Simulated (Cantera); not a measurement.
# Pyrogenic steam for wet oxidation

A perfectly stirred reactor is fed with 33.6 % H2, 37.3 % O2, 29.1 % N2, equivalence ratio 0.45, at 0.132 atm; it is held at 1198 K, and followed from long to short residence time.

Detailed kinetics in Cantera: the H2/O2 subset of GRI-Mech 3.0, which has no nitrogen chemistry. The temperature is held fixed by assumption; the heat of reaction is taken as removed at once.

```json
[
 {"τ (s)": "0.71", "x H2": "0.000434", "x O2": "0.247", "x HO2": "1.14e-5", "x H": "2.70e-5", "x OH": "0.000610", "x H2O": "0.403", "x H2O2": "1.26e-6"},
 {"τ (s)": "0.42", "x H2": "0.000614", "x O2": "0.247", "x HO2": "1.48e-5", "x H": "4.58e-5", "x OH": "0.000727", "x H2O": "0.402", "x H2O2": "1.53e-6"},
 {"τ (s)": "0.25", "x H2": "0.000861", "x O2": "0.247", "x HO2": "1.88e-5", "x H": "7.72e-5", "x OH": "0.000866", "x H2O": "0.402", "x H2O2": "1.84e-6"},
 {"τ (s)": "0.14", "x H2": "0.00125", "x O2": "0.247", "x HO2": "2.39e-5", "x H": "0.000138", "x OH": "0.00106", "x H2O": "0.401", "x H2O2": "2.23e-6"},
 {"τ (s)": "0.085", "x H2": "0.00173", "x O2": "0.247", "x HO2": "2.87e-5", "x H": "0.000227", "x OH": "0.00125", "x H2O": "0.400", "x H2O2": "2.61e-6"},
 {"τ (s)": "0.050", "x H2": "0.00241", "x O2": "0.247", "x HO2": "3.41e-5", "x H": "0.000386", "x OH": "0.00151", "x H2O": "0.399", "x H2O2": "3.04e-6"},
 {"τ (s)": "0.030", "x H2": "0.00332", "x O2": "0.247", "x HO2": "3.92e-5", "x H": "0.000642", "x OH": "0.00181", "x H2O": "0.398", "x H2O2": "3.48e-6"},
 {"τ (s)": "0.017", "x H2": "0.00470", "x O2": "0.247", "x HO2": "4.47e-5", "x H": "0.00113", "x OH": "0.00222", "x H2O": "0.395", "x H2O2": "3.96e-6"},
 {"τ (s)": "0.010", "x H2": "0.00647", "x O2": "0.247", "x HO2": "4.93e-5", "x H": "0.00190", "x OH": "0.00269", "x H2O": "0.392", "x H2O2": "4.40e-6"},
 {"τ (s)": "0.0060", "x H2": "0.00876", "x O2": "0.247", "x HO2": "5.32e-5", "x H": "0.00313", "x OH": "0.00323", "x H2O": "0.388", "x H2O2": "4.79e-6"},
 {"τ (s)": "0.0036", "x H2": "0.0118", "x O2": "0.247", "x HO2": "5.63e-5", "x H": "0.00512", "x OH": "0.00389", "x H2O": "0.382", "x H2O2": "5.11e-6"}
]
```
x: mole fraction; the columns are a selection and need not sum to one.
